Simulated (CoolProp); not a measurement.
Computed with CoolProp (reference Helmholtz-energy equation of state, Gao 2022).

**Question.** For n-perfluoropentane, give the phase and the Z, speed of sound (m/s), Joule-Thomson coefficient (K/MPa) at -30.55 °C and 3490 kPa; 44.15 °C and 3490 kPa.

**Answer.** 
- -30.55 °C and 3490 kPa: liquid; Z 0.279, speed of sound 640, Joule-Thomson coefficient -0.370
- 44.15 °C and 3490 kPa: liquid; Z 0.244, speed of sound 444, Joule-Thomson coefficient -0.197
